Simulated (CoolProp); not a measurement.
Properties of carbon dioxide at several states.

Model: reference Helmholtz-energy equation of state, Span 1996, in CoolProp.

| T (K) | p (MPa) | phase | Z | cv (kJ/(kg K)) | speed of sound (m/s) | Prandtl number |
|---|---|---|---|---|---|---|
| 520.7 | 1.06 | gas | 0.9936 | (withheld) | (withheld) | (withheld) |
| 429 | 0.191 | gas | 0.9973 | 0.7747 | 317.1 | (withheld) |
| 862.1 | 0.018 | gas | 1.000 | 1.003 | (withheld) | 0.722 |

Task: Complete the blanks.

Result: 
- 520.7, cv (kJ/(kg K)): 0.8416
- 520.7, speed of sound (m/s): 346.5
- 520.7, Prandtl number: 0.741
- 429, Prandtl number: 0.746
- 862.1, speed of sound (m/s): 440.0

Viscosity comes from a separate model (Laesecke 2017). Thermal conductivity comes from a separate model (Huber 2016).
